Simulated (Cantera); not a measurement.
A Cantera script and what it prints.

```python
import numpy as np
import cantera as ct

gas_names = """
    AL ALH ALN AL2 H H2 N NH NH2 NH3 N2 N2H2 N2H4
""".split()
cond_names = """
    AL(cr) AL(L) ALN(s)
""".split()


# ... load() reads the species with a 1 bar reference pressure and builds the phases ...
atoms = {
    'AlN': {'AL': 1, 'N': 1},
    'H2': {'H': 2},
}
top_T = {'ALN(s)': 2750}  # K; cautious upper limits of use, not melting points


# ... equilibrate(T, P, feed) seeds the gas with the atoms and calls Mixture.equilibrate('TP', solver="vcs", rtol=1e-11, max_steps=5000) ...
results = []
feed = {'AlN': 1, 'H2': 43}  # mol
T = 1748  # K
for P in [1, 3.6, 13, 46, 170, 600, 2200, 7700, 28000, 100000]:
    mix = equilibrate(T, P, feed)
    results.append((T, P, feed, dict(zip(mix.species_names, mix.species_moles))))
    x = sorted(zip(gas.X, gas.species_names), reverse=True)
    print(f"T = {T:g} K  P = {P:g} Pa  gas = {mix.phase_moles(0):.4g} mol")
    print("   x: " + "  ".join(f"{s} {v:.3e}" for v, s in x if v > 0.0001))
    print("   condensed (mol): " + ("  ".join(f"{mix.phase(i).name} {mix.phase_moles(i):.4g}"
          for i in range(1, mix.n_phases) if mix.phase_moles(i) > 1e-12) or "none"))
```

Output:

```
T = 1748 K  P = 1 Pa  gas = 46.08 mol
   x: H2 8.989e-01  H 6.850e-02  AL 2.167e-02  N2 1.085e-02
   condensed (mol): none
T = 1748 K  P = 3.6 Pa  gas = 45.33 mol
   x: H2 9.302e-01  H 3.673e-02  AL 2.199e-02  N2 1.103e-02
   condensed (mol): none
T = 1748 K  P = 13 Pa  gas = 44.94 mol
   x: H2 9.471e-01  AL 2.212e-02  H 1.950e-02  N2 1.113e-02  ALH 1.292e-04
   condensed (mol): none
T = 1748 K  P = 46 Pa  gas = 44.73 mol
   x: H2 9.560e-01  AL 2.211e-02  N2 1.118e-02  H 1.042e-02  ALH 2.440e-04
   condensed (mol): none
T = 1748 K  P = 170 Pa  gas = 44.08 mol
   x: H2 9.727e-01  AL 1.426e-02  N2 7.284e-03  H 5.465e-03  ALH 3.052e-04
   condensed (mol): ALN(s) 0.3579
T = 1748 K  P = 600 Pa  gas = 43.33 mol
   x: H2 9.908e-01  AL 4.016e-03  H 2.936e-03  N2 2.090e-03  ALH 1.629e-04
   condensed (mol): ALN(s) 0.8189
T = 1748 K  P = 2200 Pa  gas = 43.11 mol
   x: H2 9.967e-01  H 1.538e-03  AL 1.082e-03  N2 5.834e-04
   condensed (mol): ALN(s) 0.9497
T = 1748 K  P = 7700 Pa  gas = 43.04 mol
   x: H2 9.987e-01  H 8.228e-04  AL 3.030e-04  N2 1.736e-04
   condensed (mol): ALN(s) 0.9851
T = 1748 K  P = 28000 Pa  gas = 43.02 mol
   x: H2 9.994e-01  H 4.317e-04
   condensed (mol): ALN(s) 0.9956
T = 1748 K  P = 100000 Pa  gas = 43.01 mol
   x: H2 9.997e-01  H 2.284e-04
   condensed (mol): ALN(s) 0.9986
```

Method: chemical equilibrium by Gibbs-energy minimisation in Cantera with the NASA 1993 tables (ideal gas, pure condensed phases).
